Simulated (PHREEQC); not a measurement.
PHREEQC input (Pitzer model, pitzer.dat):

```
SOLUTION 1
  temp 25
  units mol/kgw
  pH 7 charge
  Na 2.0155
  C(4) 0.61
  S(6) 0.22
  Cl 0.0055
END
USE solution 1
INCREMENTAL_REACTIONS false
REACTION 1
  H2O -1
  0 9.886 18.011 24.689 30.178 34.689 38.397 41.444
  43.949 46.007 47.699 moles
EQUILIBRIUM_PHASES 1
  Burkeite 0 0
  Halite 0 0
  Mirabilite 0 0
  Nahcolite 0 0
  Natron 0 0
  Thenardite 0 0
  Trona 0 0
  CO2(g) -3.4 10
SELECTED_OUTPUT 1
  -reset false
  -pH true
  -pe true
  -ionic_strength true
  -water true
  -activities H2O
  -totals C Cl Na S
  -molalities H+ Na+ Cl- CO3-2 SO4-2 OH- HCO3- CO2 HSO4-
  -equilibrium_phases Burkeite Halite Mirabilite Nahcolite Natron Thenardite Trona
PRINT
  -reset false
END
```

Selected output (columns that matter, 11 of 11 rows; water left (kg) added in front):

```
water left (kg)	pH	mu	C	Cl	Na	S	m_H+	m_Na+	m_Cl-	m_CO3-2	m_SO4-2	m_OH-	la_H2O	Trona
1.00143	10.07	2.9205	0.87946	0.0054922	2.0126	0.21969	2.3469e-10	2.0126	0.0054922	0.68814	0.21969	0.0001751	-0.016532	0
0.823448	10.082	3.5602	1.061	0.0066792	2.4476	0.26717	2.3311e-10	2.4476	0.0066792	0.84542	0.26717	0.00017271	-0.019774	0
0.677174	10.092	4.338	1.2815	0.008122	2.9763	0.32488	2.2855e-10	2.9763	0.008122	1.0368	0.32488	0.00016739	-0.02379	0
0.556948	10.1	5.2829	1.5498	0.0098752	3.6188	0.39501	2.1977e-10	3.6188	0.0098752	1.269	0.39501	0.00015908	-0.028862	0
0.458121	10.105	6.4301	1.8766	0.012006	4.3995	0.48022	2.0556e-10	4.3995	0.012006	1.5504	0.48022	0.00014789	-0.035415	0
0.376888	10.105	7.8215	2.2755	0.014593	5.3477	0.58373	1.8502e-10	5.3477	0.014593	1.89	0.58373	0.00013418	-0.044087	0
0.310094	10.099	9.5079	2.7641	0.017737	6.4996	0.70946	1.5798e-10	6.4996	0.017737	2.2988	0.70946	0.00011851	-0.055851	0
0.251349	10.084	10.165	2.8296	0.021882	6.9457	0.87528	1.4533e-10	6.9457	0.021882	2.3436	0.87528	0.00011283	-0.06059	0.089902
0.201971	10.063	10.499	2.7228	0.027232	7.1692	1.0893	1.3677e-10	7.1692	0.027232	2.2406	1.0893	0.00010993	-0.062798	0.18917
0.161419	10.037	10.935	2.5891	0.034073	7.4607	1.3629	1.2598e-10	7.4607	0.034073	2.1117	1.3629	0.00010604	-0.065758	0.2704
0.128099	10.003	11.515	2.421	0.042935	7.8483	1.7174	1.1235e-10	7.8483	0.042935	1.9494	1.7174	0.00010074	-0.069842	0.33671
```
